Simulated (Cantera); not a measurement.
A perfectly stirred reactor is fed with 10.9 % CH4, 0.851 % H2, 18.5 % O2, 69.7 % N2, equivalence ratio 1.2, at 0.240 bar; it is adiabatic with a 600 K inlet, and is followed from long to short residence time, starting on the burning branch (τ in s: 0.37, 0.13, 0.043, 0.015, 0.005, 0.0017, 0.00059, 0.0002, 6.9e-05).

Model: GRI-Mech 3.0 (53 species, 325 reactions), integrated in Cantera.

Question: Predict: blow-out, bracketed by the residence times tried; x(CH4) at τ = 0.370 s; x(H2) at τ = 0.370 s; x(O2) at τ = 0.370 s; x(O) at τ = 0.370 s; x(CH4) at τ = 5.00 ms; x(H2) at τ = 5.00 ms; x(O2) at τ = 5.00 ms; x(O) at τ = 5.00 ms.

Answer: 
| Quantity | Result |
|---|---|
| blow-out, bracketed by the residence times tried | burning at 0.200 ms, out at 69.0 µs |
| x(CH4) at τ = 0.370 s | 2.39e-6 |
| x(H2) at τ = 0.370 s | 0.0277 |
| x(O2) at τ = 0.370 s | 0.00132 |
| x(O) at τ = 0.370 s | 0.000461 |
| x(CH4) at τ = 5.00 ms | 5.94e-5 |
| x(H2) at τ = 5.00 ms | 0.0323 |
| x(O2) at τ = 5.00 ms | 0.00644 |
| x(O) at τ = 5.00 ms | 0.00255 |
